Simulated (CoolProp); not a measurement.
Computed with CoolProp (reference Helmholtz-energy equation of state, Lemmon 2003). It is a pseudo-pure fit of the blend.

Problem. For R410A, give the phase and the density (kg/m³), Joule-Thomson coefficient (K/MPa), fugacity coefficient at 391.6 K and 1.26 MPa; 391.6 K and 29 MPa.

Solution. 
- 391.6 K and 1.26 MPa: gas; density 29.9, Joule-Thomson coefficient 8.32, fugacity coefficient 0.941
- 391.6 K and 29 MPa: supercritical; density 916, Joule-Thomson coefficient 0.265, fugacity coefficient 0.356
